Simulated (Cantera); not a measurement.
Feed: 1 mol Al2O3, 520 mol H2, 13 mol N2, held at 1 atm.

Method: chemical equilibrium by Gibbs-energy minimisation in Cantera with the NASA 1993 tables (ideal gas, pure condensed phases). Candidate condensed phases: Al, AlN, Al2O3, H2O; 35 gas species. Mutual solubility and eutectic melting of coexisting phases are not modelled. The tables' values for AlOH are old estimates; treat these amounts as uncertain. Condensed phases not in the tables: aluminium oxynitride. Equilibrium is a limit: real reactors are often held back by kinetics, nucleation or transport.

log p: log10 of the partial pressure in bar; n: condensed amount in mol.

```json
[
 {"T (K)": "798", "log p H2": "-0.01", "log p N2": "-1.61", "log p H": "-11.58", "log p NH3": "?", "log p H2O": "-8.11", "log p Al": "<-11", "log p Al2O": "<-11", "n Al2O3(s)": "1.000", "n AlN(s)": "0"},
 {"T (K)": "898", "log p H2": "-0.01", "log p N2": "-1.61", "log p H": "-9.96", "log p NH3": "?", "log p H2O": "-7.39", "log p Al": "<-11", "log p Al2O": "<-11", "n Al2O3(s)": "1.000", "n AlN(s)": "0"},
 {"T (K)": "998", "log p H2": "-0.01", "log p N2": "-1.61", "log p H": "-8.67", "log p NH3": "?", "log p H2O": "-6.82", "log p Al": "<-11", "log p Al2O": "<-11", "n Al2O3(s)": "1.000", "n AlN(s)": "0"},
 {"T (K)": "1098", "log p H2": "-0.01", "log p N2": "-1.61", "log p H": "-7.61", "log p NH3": "?", "log p H2O": "-6.36", "log p Al": "<-11", "log p Al2O": "<-11", "n Al2O3(s)": "1.000", "n AlN(s)": "0"},
 {"T (K)": "1198", "log p H2": "-0.01", "log p N2": "-1.61", "log p H": "-6.72", "log p NH3": "?", "log p H2O": "-5.98", "log p Al": "<-11", "log p Al2O": "<-11", "n Al2O3(s)": "1.000", "n AlN(s)": "0.000369"},
 {"T (K)": "1298", "log p H2": "-0.01", "log p N2": "-1.61", "log p H": "-5.97", "log p NH3": "?", "log p H2O": "-5.66", "log p Al": "<-11", "log p Al2O": "<-11", "n Al2O3(s)": "1.000", "n AlN(s)": "0.000770"},
 {"T (K)": "1398", "log p H2": "-0.01", "log p N2": "-1.61", "log p H": "-5.33", "log p NH3": "?", "log p H2O": "-5.39", "log p Al": "-11.03", "log p Al2O": "<-11", "n Al2O3(s)": "0.999", "n AlN(s)": "0.00144"},
 {"T (K)": "1498", "log p H2": "-0.01", "log p N2": "-1.61", "log p H": "-4.77", "log p NH3": "?", "log p H2O": "-5.15", "log p Al": "-9.43", "log p Al2O": "-11.10", "n Al2O3(s)": "0.999", "n AlN(s)": "0.00246"},
 {"T (K)": "1598", "log p H2": "-0.01", "log p N2": "-1.61", "log p H": "-4.28", "log p NH3": "?", "log p H2O": "-4.95", "log p Al": "-8.05", "log p Al2O": "-9.33", "n Al2O3(s)": "0.998", "n AlN(s)": "0.00391"},
 {"T (K)": "1698", "log p H2": "-0.01", "log p N2": "-1.61", "log p H": "-3.84", "log p NH3": "?", "log p H2O": "-4.77", "log p Al": "-6.82", "log p Al2O": "-7.77", "n Al2O3(s)": "0.997", "n AlN(s)": "0.00574"},
 {"T (K)": "1798", "log p H2": "-0.01", "log p N2": "-1.61", "log p H": "-3.46", "log p NH3": "?", "log p H2O": "-4.62", "log p Al": "-5.74", "log p Al2O": "-6.39", "n Al2O3(s)": "0.996", "n AlN(s)": "0.00669"},
 {"T (K)": "1898", "log p H2": "-0.01", "log p N2": "-1.61", "log p H": "-3.11", "log p NH3": "?", "log p H2O": "-4.41", "log p Al": "-4.87", "log p Al2O": "-5.29", "n Al2O3(s)": "0.992", "n AlN(s)": "0"},
 {"T (K)": "1998", "log p H2": "-0.01", "log p N2": "-1.61", "log p H": "-2.80", "log p NH3": "?", "log p H2O": "-3.99", "log p Al": "-4.45", "log p Al2O": "-4.79", "n Al2O3(s)": "0.978", "n AlN(s)": "0"},
 {"T (K)": "2098", "log p H2": "-0.01", "log p N2": "-1.61", "log p H": "-2.52", "log p NH3": "?", "log p H2O": "-3.60", "log p Al": "-4.08", "log p Al2O": "-4.35", "n Al2O3(s)": "0.946", "n AlN(s)": "0"}
]
```

**Question.** Some entries are withheld; supply them.

**Answer.** 
- 798, log p NH3: -3.33
- 898, log p NH3: -3.72
- 998, log p NH3: -4.04
- 1098, log p NH3: -4.30
- 1198, log p NH3: -4.53
- 1298, log p NH3: -4.71
- 1398, log p NH3: -4.88
- 1498, log p NH3: -5.02
- 1598, log p NH3: -5.14
- 1698, log p NH3: -5.25
- 1798, log p NH3: -5.34
- 1898, log p NH3: -5.43
- 1998, log p NH3: -5.51
- 2098, log p NH3: -5.58
